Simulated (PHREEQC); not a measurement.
# Reverse-osmosis permeate

A made-up water analysis in mg/L, 42 °C, pH 6.55, pe 10.1:

```tsv
constituent	mg/L
Na	2.96
K	0.0068
Ca	2.53
Mg	1.75
Cl	3.21
S(6) as SO4	3.04
Alkalinity as HCO3	15.1
O(0) (dissolved oxygen)	0.00756
B	0.01
Cd	0.364
Ba	0.192
Sr	0.91
```

Valence states are taken as typed.

Computed with PHREEQC (ion-association model, phreeqc.dat).

Each row changes one thing in this solution. Precipitation was switched off in this run.

| case | CO2 (mol/kgw) | MgSO4 (mol/kgw) | CaSO4 (mol/kgw) | CaHCO3+ (mol/kgw) | MgHCO3+ (mol/kgw) | SrHCO3+ (mol/kgw) | SI of Otavite (CdCO3) |
|---|---|---|---|---|---|---|---|
| as made | 0.000133 | 6.16e-7 | 3.06e-7 | 2.12e-7 | 2.04e-7 | 6.20e-8 | -0.73 |
| temperature from 42 to 5 °C at the same typed pH | 0.000223 | 2.43e-7 | 2.39e-7 | 1.11e-7 | 1.78e-7 | 1.77e-8 | -1.07 |
| Sr from 0.91 to 0.455 mg/L | 0.000133 | 6.18e-7 | 3.07e-7 | 2.12e-7 | 2.04e-7 | 3.10e-8 | -0.73 |
| O(0) from 0.00756 to 0.0227 mg/L | 0.000133 | 6.16e-7 | 3.06e-7 | 2.12e-7 | 2.04e-7 | 6.20e-8 | -0.73 |

Species that the database lacks are ignored. At this temperature some constants are extrapolated from 25 °C, and those without enthalpy data are left unchanged.
